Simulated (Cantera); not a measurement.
An isothermal plug-flow reactor at 525 K and 1.78 atm (inlet), inlet velocity 0.21 m/s, active area per volume 1100 1/m; feed 0.720 % H2, 14.6 % O2, 82.5 % N2, 2.19 % H2O.

Model: Deutschmann's 1995 Pt surface mechanism with GRI-Mech 3.0 gas chemistry, integrated in Cantera. Catalytic surfaces can have several steady states; this one follows from the mechanism file's or the stated starting coverage. Mass transfer to the wall is taken as infinitely fast.

One state of this run: x H2 = 0.000152; x O2 = 0.143; x H2O = 0.0291; θ free Pt = 0.00161; θ O* = 0.990; θ OH* = 0.00858. x: gas mole fraction; θ: surface coverage.

Task: Which value of z (m) does it belong to?
(A) 0.0042
(B) 0.013
(C) 0.00074
(D) 0.023

Result: A, 0.0042
